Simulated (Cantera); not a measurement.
# Stirred combustor or abatement burner

A perfectly stirred reactor is fed with CH₄ : O₂ : N₂ : H₂O = 1 : 2.6 : 9.77 : 0.95 (molar parts), at 1.30 bar; it is adiabatic with a 500 K inlet, and is followed from long to short residence time, starting on the burning branch (τ in s: 0.36, 0.094, 0.025, 0.0064, 0.0017, 0.00043, 0.00011, 2.9e-05, 7.6e-06).

Detailed kinetics in Cantera: GRI-Mech 3.0 (53 species, 325 reactions).

```csv
τ (s),T (K),x CH₄,x O₂,x H₂O,x H₂O₂,x NO
0.36,1987,1.75e-6,0.0416,0.205,8.96e-8,0.000286
0.094,1983,5.58e-6,0.0417,0.204,1.02e-7,0.000114
0.025,1974,1.50e-5,0.0420,0.204,1.36e-7,6.27e-5
0.0064,1951,3.75e-5,0.0427,0.202,2.11e-7,4.27e-5
0.0017,1908,9.31e-5,0.0443,0.199,3.43e-7,3.14e-5
0.00043,1829,0.000272,0.0479,0.194,5.82e-7,2.12e-5
0.00011,1687,0.00127,0.0581,0.187,1.06e-6,8.45e-6
2.9e-5,500,0.0698,0.182,0.0663,<1e-12,<1e-12
7.6e-6,500,0.0698,0.182,0.0663,<1e-12,<1e-12
```
x: mole fraction; the columns are a selection and need not sum to one.
